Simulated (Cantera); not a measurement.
An isothermal, constant-pressure homogeneous reactor starts with H₂ : O₂ : N₂ = 0.016 : 1 : 1.9 (molar parts), at 1300 K and 0.0370 bar.

Computed with Cantera and the H2/O2 subset of GRI-Mech 3.0, which has no nitrogen chemistry. Radical loss at walls, strong at low pressure, is not modelled.

x: mole fraction; the columns are a selection and need not sum to one.

| t (s) | x H₂ | x O₂ | x H₂O₂ | x H₂O | x HO₂ | x H | x O |
|---|---|---|---|---|---|---|---|
| 1.00e-5 | 0.00549 | 0.343 | <1e-12 | <1e-12 | 2.75e-10 | 2.33e-10 | 4.24e-11 |
| 2.59e-5 | 0.00549 | 0.343 | <1e-12 | 1.18e-11 | 7.11e-10 | 4.81e-10 | 2.40e-10 |
| 6.69e-5 | 0.00549 | 0.343 | <1e-12 | 1.54e-10 | 1.84e-9 | 8.31e-10 | 1.16e-9 |
| 0.000173 | 0.00549 | 0.343 | 1.10e-12 | 1.66e-9 | 4.77e-9 | 1.50e-9 | 4.90e-9 |
| 0.000448 | 0.00549 | 0.343 | 6.87e-12 | 1.85e-8 | 1.24e-8 | 4.75e-9 | 2.60e-8 |
| 0.00116 | 0.00549 | 0.343 | 4.01e-11 | 4.62e-7 | 3.39e-8 | 6.51e-8 | 4.26e-7 |
| 0.00299 | 0.00504 | 0.343 | 4.10e-9 | 0.000324 | 9.07e-7 | 4.32e-5 | 0.000278 |
| 0.00775 | ___ | 0.338 | ___ | 0.00503 | 8.87e-7 | ___ | ___ |
| 0.0200 | 2.82e-5 | 0.339 | 1.91e-8 | 0.00511 | 8.06e-7 | 0.000203 | 0.00365 |
| 0.0518 | 1.92e-5 | 0.339 | 1.72e-8 | 0.00521 | 6.72e-7 | 0.000112 | 0.00245 |
| 0.134 | 8.92e-6 | 0.340 | 1.31e-8 | 0.00533 | 4.52e-7 | 3.50e-5 | 0.00112 |
| 0.347 | 2.66e-6 | 0.341 | 7.14e-9 | 0.00542 | 2.20e-7 | 5.65e-6 | 0.000330 |
| 0.897 | 5.90e-7 | 0.341 | 2.61e-9 | 0.00546 | 7.71e-8 | 5.94e-7 | 7.34e-5 |
| 2.32 | ___ | 0.341 | 7.42e-10 | 0.00548 | ___ | ___ | ___ |
| 6.00 | 2.99e-8 | 0.341 | 2.06e-10 | 0.00549 | 7.87e-9 | 6.87e-9 | 3.74e-6 |

Question: Some entries are withheld; supply them.

Answer: 
- 0.00775, x H₂: 3.75e-5
- 0.00775, x H₂O₂: 2.08e-8
- 0.00775, x H: 0.000270
- 0.00775, x O: 0.00433
- 2.32, x H₂: 1.25e-7
- 2.32, x HO₂: 2.26e-8
- 2.32, x H: 5.83e-8
- 2.32, x O: 1.56e-5
